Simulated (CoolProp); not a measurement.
The fluid at 445.82 K and 0.243 MPa (gas) is heated at constant pressure to 559.3 K. The same conditions are run with several fluids, on thermodynamics alone (safety and materials aside).

Computed with CoolProp (reference Helmholtz-energy equation of state of each fluid (hexamethyldisiloxane (MM): Thol 2016; methanol: de Reuck 1993; toluene: Lemmon 2006)).

| fluid | heat (kJ/kg) | final density (kg/m³) |
|---|---|---|
| hexamethyldisiloxane (MM) | 232 | 8.79 |
| methanol | 219 | 1.69 |
| toluene | 214 | 4.95 |
